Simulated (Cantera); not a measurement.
Cantera run, input and output.

```python
import numpy as np
import cantera as ct

gas = ct.Solution("gri30.yaml")
gas.TPX = 1775, 4900, {'CH4': 0.018, 'H2': 1, 'N2': 0.00016}
inlet = ct.Reservoir(gas, clone=True)

reactor = ct.IdealGasConstPressureReactor(gas, energy="off", clone=False)
exhaust = ct.Reservoir(gas, clone=True)
tau = [30, 4.4, 0.66, 0.098, 0.015, 0.0022, 0.00033][0]
for a, b in ((inlet, reactor), (reactor, exhaust)):
    ct.MassFlowController(a, b, mdot=lambda t: reactor.mass / tau)
net = ct.ReactorNet([reactor])
show = ['CH4', 'H2', 'C2H2', 'CH3', 'C2H6']

rows = []
print(f"{'tau/s':>10s}{'T/K':>9s}" + "".join(f"{s:>11s}" for s in show))
for tau in [30, 4.4, 0.66, 0.098, 0.015, 0.0022, 0.00033]:
    net.initial_time = 0.0
    net.advance(30 * tau)
    before = gas.X
    net.advance(40 * tau)
    drift = np.max(np.abs(gas.X - before) / (gas.X + 1e-9))
    rows.append([gas.T, *gas[show].X, drift])
    print(f"{tau:10.3e}{gas.T:9.1f}" + "".join(f"{x:11.3e}" for x in gas[show].X))
```

Result:

```
     tau/s      T/K        CH4         H2       C2H2        CH3       C2H6
 3.000e+01   1775.0  1.413e-03  9.891e-01  7.956e-03  3.739e-05  1.078e-08
 4.400e+00   1775.0  3.443e-03  9.881e-01  6.934e-03  8.937e-05  6.101e-08
 6.600e-01   1775.0  7.694e-03  9.859e-01  4.792e-03  1.913e-04  2.868e-07
 9.800e-02   1775.0  1.362e-02  9.830e-01  1.817e-03  3.061e-04  7.829e-07
 1.500e-02   1775.0  1.701e-02  9.817e-01  1.803e-04  2.537e-04  6.734e-07
 2.200e-03   1775.0  1.761e-02  9.820e-01  5.638e-07  5.962e-05  5.498e-08
 3.300e-04   1775.0  1.767e-02  9.821e-01  2.427e-10  9.285e-06  1.079e-09
```

Computed with Cantera and GRI-Mech 3.0 (53 species, 325 reactions). GRI-Mech 3.0 stops at C3 and has no aromatics, soot or wall deposition, so with more carbon than oxygen in the feed, carbon stays in small species such as C2H2 where larger ones or solid carbon would form. Radical loss at walls, strong at low pressure, is not modelled.
